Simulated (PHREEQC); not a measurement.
A solution holds 16 mmol/kgw CuCl2, 120 mmol/kgw H2SO4 and 3 mmol/kgw H3BO3, at 20 °C. Closed to the air; pH follows from the charge balance.

The numbers come from PHREEQC with the ion-association model, phreeqc.dat.

Precipitation was switched off in this run.

Question: Order these Cu species by the share of Cu that they hold, largest first: CuCl+, CuSO4, Cu+2.

Answer: Cu+2 (70 %), CuSO4 (29 %), CuCl+ (1.5 %)

Question: Order these S species by the share of S that they hold, largest first: HSO4-, CuSO4, SO4-2.

Answer: HSO4- (77 %), SO4-2 (19 %), CuSO4 (3.8 %)

The pH is 0.93 and the ionic strength 0.204 mol/kgw.
